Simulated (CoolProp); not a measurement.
Fluorine along the isotherm -18.45 °C: density (kg/m³) from the reference equation and from simpler models built on Tc = -128.7 °C, pc = 5.240 MPa, ω = 0.045; each cubic takes its own stable root.

The numbers come from the reference Helmholtz-energy equation of state, de Reuck 1990 in CoolProp.

```csv
p (MPa),phase,reference
0.936,gas,16.94
1.87,gas,34.12
2.81,gas,51.71
3.74,gas,69.38
4.68,gas,87.49
5.61,supercritical,105.6
6.55,supercritical,124.1
7.49,supercritical,142.8
8.42,supercritical,161.4
9.36,supercritical,180.3
10.3,supercritical,199.3
11.2,supercritical,217.5
12.2,supercritical,237.8
13.1,supercritical,256.0
```

Task: How far does each simpler model (ideal gas, van der Waals) lie from the reference over these 14 states: mean and median of the absolute difference, and the worst?

Result: 
- ideal gas: mean 5.2 %, median 5.6 %, worst -8.2 % at -18.45 °C and 13.1 MPa
- van der Waals: mean 3.0 %, median 2.9 %, worst +6.1 % at -18.45 °C and 13.1 MPa
